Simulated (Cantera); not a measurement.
**Dilute partial oxidation**

A perfectly stirred reactor is fed with CH₄ : O₂ : N₂ = 0.022 : 0.059 : 1 (molar parts), equivalence ratio 0.75, at 1.48 atm; it is held at 1150 K, and followed from long to short residence time.

Cantera simulation using GRI-Mech 3.0 (53 species, 325 reactions); the numbers are that mechanism's predictions, not measurements. The temperature is held fixed by assumption; the heat of reaction is taken as removed at once.

| τ (s) | x CH₄ | x O₂ | x CO | x HCN | x H₂ | x NO |
|---|---|---|---|---|---|---|
| 2.5 | 5.12e-5 | 0.0142 | 0.000345 | 4.59e-10 | 2.55e-5 | 6.38e-8 |
| 1.1 | 9.06e-5 | 0.0144 | 0.000638 | 4.81e-10 | 5.16e-5 | 5.09e-8 |
| 0.52 | 0.000158 | 0.0148 | 0.00114 | 5.38e-10 | 0.000101 | 3.79e-8 |
| 0.24 | 0.000297 | 0.0157 | 0.00212 | 7.05e-10 | 0.000213 | 2.59e-8 |
| 0.11 | 0.000637 | 0.0176 | 0.00417 | 9.62e-10 | 0.000503 | 1.50e-8 |
| 0.049 | 0.00172 | 0.0225 | 0.00804 | 8.31e-10 | 0.00139 | 4.95e-9 |
| 0.022 | 0.0203 | 0.0546 | 9.35e-7 | <1e-12 | 1.65e-6 | <1e-12 |
| 0.010 | 0.0203 | 0.0546 | 1.07e-7 | <1e-12 | 3.87e-7 | <1e-12 |
| 0.0046 | 0.0204 | 0.0546 | 9.45e-9 | <1e-12 | 8.22e-8 | <1e-12 |
| 0.0021 | 0.0204 | 0.0546 | 5.07e-10 | <1e-12 | 1.18e-8 | <1e-12 |
x: mole fraction; the columns are a selection and need not sum to one.
